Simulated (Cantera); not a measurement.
Gas mixture: 35.5 % O2, 64.5 % NO, at 10.00 Torr, frozen composition.

Cantera's kinetic-theory transport with the Lennard-Jones parameters of GRI-Mech 3.0, ideal gas; thermal conductivity in the mixture-averaged form. The composition is frozen, though it would react at the higher temperatures.

D: mixture-averaged diffusion coefficient of that species in the mixture.

| T (K) | ρ (kg/m³) | cp (J/kg/K) | μ (µPa s) | λ (mW/m/K) | Pr | D (cm²/s) NH3 | D (cm²/s) NO | D (cm²/s) H2O |
|---|---|---|---|---|---|---|---|---|
| 400 | 0.0123 | 977.4 | ___ | 32.9 | 0.713 | 28.9 | 25.8 | 29.9 |
| 550 | 0.00895 | 1013 | ___ | 42.9 | 0.708 | 52.0 | 44.5 | 54.3 |
| 700 | 0.00703 | 1054 | ___ | 52.6 | 0.708 | 80.0 | 66.9 | 84.2 |
| 850 | 0.00579 | 1089 | ___ | 61.7 | 0.709 | 112 | 92.7 | 119 |
| 1000 | 0.00492 | 1117 | ___ | 70.4 | 0.709 | 149 | 122 | 158 |
| 1150 | 0.00428 | 1137 | 48.9 | 78.6 | 0.708 | 189 | 154 | 201 |
| 1300 | 0.00379 | 1154 | ___ | 86.5 | 0.707 | 233 | 188 | 248 |

**Question.** Some entries are withheld; supply them.

**Answer.** 
- 400, μ (µPa s): 24.0
- 550, μ (µPa s): 30.0
- 700, μ (µPa s): 35.3
- 850, μ (µPa s): 40.2
- 1000, μ (µPa s): 44.7
- 1300, μ (µPa s): 53.0
